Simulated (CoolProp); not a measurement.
Vapour-liquid equilibrium of propylene (1) + n-hexane (2) at 155 kPa; x and y are mole fractions of (1).

The numbers come from the multi-fluid Helmholtz-energy mixture model, Lemmon 2013 and Thol 2019; pair parameters Bell 2016 in CoolProp.

```csv
x,"bubble temperature, mixture model (°C)","bubble temperature, Raoult's law (°C)","y, mixture model","y, Raoult's law"
0.05,45.8,50.2,0.701,0.666
0.15,11.9,17.5,0.933,0.921
0.25,-1.9,1.0,0.969,0.969
0.35,-10.1,-9.4,0.982,0.985
0.45,-16.2,-16.8,0.989,0.992
0.55,-21.4,-22.4,0.993,0.995
0.65,-25.9,-26.9,0.996,0.997
0.75,-29.9,-30.7,0.998,0.999
0.85,-33.4,-33.8,0.999,0.999
0.95,-36.5,-36.6,1.000,1.000
```

The largest gap from Raoult's law is -5.6 K in bubble temperature, at x = 0.15. No azeotrope shows between x = 0.05 and 0.95.

Pair parameters are fitted to limited data, so mixtures are less certain than the pure fluids. The gap from Raoult's law changes sign with composition, which may be real or a fault of the pair parameters; it wasn't checked against measurements.
